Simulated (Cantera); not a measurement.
**Equilibrium for silicon carbide growth: Si(CH₃)₄ + HCl + H₂**

Input: 1 mol Si(CH₃)₄, 3 mol HCl, 31 mol H₂, at 120 Pa.

Cantera equilibrium calculation (NASA polynomials, part measured and part estimated; ideal gas, pure solids and liquids). Candidate condensed phases: C, C₆H₆, C₇H₈, C₈H₁₈, Si, SiC; 109 gas species. The tables' values for SiCl are old estimates; treat these amounts as uncertain. Rates play no part.

```tsv
T (K)	log p H₂	log p HCl	log p H	log p Cl	log p Si	log p SiCl₂	log p C₂H₂ (acetylene)	log p SiCl₄	n C(graphite)	n SiC(s)
975	-2.95	-4.05	-10.42	-11.54	<-14	-8.44	-12.20	-6.75	3.00	0.993
1075	-2.95	-4.05	-9.31	-10.45	<-14	-7.99	-11.08	-7.78	3.00	0.999
1175	-2.95	-4.05	-8.39	-9.54	<-14	-7.62	-10.15	-8.63	3.00	0.999
1275	-2.95	-4.05	-7.61	-8.77	-13.30	-7.31	-9.37	-9.35	3.00	0.998
1375	-2.95	-4.05	-6.94	-8.12	-11.76	-7.05	-8.70	-9.97	3.00	0.997
1475	-2.95	-4.05	-6.36	-7.55	-10.42	-6.82	-8.13	-10.50	3.00	0.995
1575	-2.96	-4.05	-5.86	-7.05	-9.26	-6.63	-7.63	-10.96	3.01	0.992
1675	-2.96	-4.05	-5.41	-6.62	-8.23	-6.46	-7.19	-11.37	3.01	0.988
1775	-2.96	-4.06	-5.02	-6.23	-7.33	-6.32	-6.80	-11.74	3.01	0.982
1875	-2.96	-4.06	-4.66	-5.89	-6.52	-6.19	-6.46	-12.07	3.01	0.966
1975	-2.97	-4.08	-4.35	-5.58	-5.79	-6.09	-6.16	-12.40	3.04	0.906
```
log p: log10 of the partial pressure in bar; n: condensed amount in mol.

From 975 K to 1975 K the condensed part is C(graphite) + SiC(s). The main Si-bearing gas is SiCl₄ at 975 K and Si at 1975 K.
